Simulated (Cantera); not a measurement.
Input (Python, Cantera) and output of one run.

```python
import numpy as np
import cantera as ct

gas_names = """
    F F2 N NF NF2 NF3 N2 Si SiF SiF2 SiF3 SiF4 SiN Si2 Si2N Si3
""".split()
cond_names = """
    Si(cr) Si(L) Si3N4(a)
""".split()


# ... load() reads the species with a 1 bar reference pressure and builds the phases ...
atoms = {
    'Si': {'Si': 1},
    'NF3': {'N': 1, 'F': 3},
}
top_T = {'Si3N4(a)': 2400}  # K; cautious upper limits of use, not melting points


# ... equilibrate(T, P, feed) seeds the gas with the atoms and calls Mixture.equilibrate('TP', solver="vcs", rtol=1e-11, max_steps=5000) ...
results = []
feed = {'Si': 1, 'NF3': 4.4}  # mol
T = 1223  # K
for P in [1, 4.2, 18, 75, 320, 1300, 5600, 24000, 100000]:
    mix = equilibrate(T, P, feed)
    results.append((T, P, feed, dict(zip(mix.species_names, mix.species_moles))))

top = {s: max(r[3][s] / sum(r[3][g] for g in gas_names) for r in results) for s in gas_names}
cols = sorted((s for s in top if top[s] > 1e-06), key=lambda s: -top[s])[:8]
seen = [c for c in cond_names if any(r[3].get(c, 0) > 1e-12 for r in results)]
print("log10 of partial pressures in bar; condensed amounts in mol")
print(f"{'P/Pa':>10s}" + "".join(f"{s[:9]:>10s}" for s in cols + seen))
for T, P, feed, n in results:
    ng = sum(n[g] for g in gas_names)
    print(f"{P:10.4g}" + "".join(f"{np.log10(max(n[s] / ng * P / 1e5, 1e-99)):10.3f}" for s in cols)
          + "".join(f"{n.get(c, 0):10.4g}" for c in seen))
```

It prints:

```
log10 of partial pressures in bar; condensed amounts in mol
      P/Pa         F        F2        N2      SiF4       NF3       NF2
         1    -5.130    -9.818    -5.751    -6.093   -19.212   -16.751
       4.2    -4.506    -8.571    -5.128    -5.470   -17.031   -15.193
        18    -3.875    -7.307    -4.496    -4.838   -14.820   -13.613
        75    -3.255    -6.069    -3.875    -4.218   -12.652   -12.064
       320    -2.628    -4.814    -3.244    -3.586   -10.454   -10.494
      1300    -2.030    -3.617    -2.629    -2.971    -8.351    -8.990
      5600    -1.434    -2.426    -1.975    -2.317    -6.237    -7.471
   2.4e+04    -0.906    -1.370    -1.300    -1.642    -4.315    -6.077
     1e+05    -0.470    -0.497    -0.631    -0.972    -2.672    -4.870
```

Method: chemical equilibrium by Gibbs-energy minimisation in Cantera with the NASA 1993 tables (ideal gas, pure condensed phases).
